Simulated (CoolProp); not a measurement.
A simple Rankine cycle with n-perfluoropentane: condensing at 319.15 K, boiler at 0.979 MPa, turbine inlet 399 K, turbine efficiency 0.85, pump efficiency 0.6, no recuperator. Each further row changes one setting.

Model: reference Helmholtz-energy equation of state, Gao 2022, in CoolProp.

| case | thermal efficiency (%) | net work (kJ/kg) | heat in (kJ/kg) | turbine exit temperature (K) | volume ratio over the turbine |
|---|---|---|---|---|---|
| as stated | 8.9 | 13.2 | 148 | … | 6.45 |
| turbine inlet 419 K | 8.5 | … | 169 | 395.6 | 6.12 |
| condensing temperature 311.15 K | 9.9 | 15.5 | 157 | 371.6 | 8.44 |
| boiler pressure 0.685 MPa | 7.3 | 11.1 | 152 | … | 4.13 |
| turbine efficiency 0.75 | 7.8 | 11.5 | 148 | 376.3 | 6.49 |

Problem. Fill in the missing entries.

Solution. 
- as stated, turbine exit temperature (K): 374.6
- turbine inlet 419 K, net work (kJ/kg): 14.4
- boiler pressure 0.685 MPa, turbine exit temperature (K): 381.4
